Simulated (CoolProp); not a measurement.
Vapour-liquid equilibrium of hydrogen sulfide (1) + propane (2) at 0.98 MPa; x and y are mole fractions of (1).

Computed with CoolProp (multi-fluid Helmholtz-energy mixture model, Lemmon 2006 and Lemmon 2009; pair parameters Kunz 2012).

| x | bubble temperature (°C) | y at the bubble point | dew temperature at overall composition x (°C) | liquid density (mol/L) |
|---|---|---|---|---|
| 0.05 | 20.1 | 0.159 | 24.3 | 11.53 |
| 0.125 | 13.2 | 0.332 | 21.5 | 12.12 |
| 0.2 | [?] | 0.448 | 18.5 | 12.74 |
| 0.275 | 4.7 | 0.530 | 15.5 | 13.40 |
| 0.35 | [?] | 0.590 | 12.4 | 14.12 |
| 0.425 | 0.3 | 0.636 | 9.3 | 14.92 |
| 0.5 | -1.0 | 0.675 | 6.0 | 15.82 |
| 0.575 | -2.0 | 0.708 | 2.8 | 16.82 |
| 0.65 | -2.7 | 0.740 | -0.1 | 17.94 |
| 0.725 | -3.2 | 0.773 | -2.4 | 19.17 |
| 0.8 | -3.4 | 0.811 | -3.4 | 20.53 |
| 0.875 | -3.4 | 0.859 | -3.3 | 21.99 |
| 0.95 | -2.7 | [?] | -2.5 | 23.52 |

Question: Fill in the missing entries.

Answer: 
- 0.2, bubble temperature (°C): 8.3
- 0.35, bubble temperature (°C): 2.2
- 0.95, y at the bubble point: 0.930

y crosses x between x = 0.8 and 0.875: the model has an azeotrope there.

Pair parameters are fitted to limited data, so mixtures are less certain than the pure fluids.
